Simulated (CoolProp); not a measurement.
The numbers come from the reference Helmholtz-energy equation of state, Lemmon 2006 in CoolProp. It is a short technical equation, of lower accuracy than the large ones.

**Question.** For isohexane, give the phase and the cv (kJ/(kg K)), speed of sound (m/s), Joule-Thomson coefficient (K/MPa) at -141.35 °C and 14200 kPa.

**Answer.** 
- -141.35 °C and 14200 kPa: liquid; cv 1.26, speed of sound 1990, Joule-Thomson coefficient -0.603
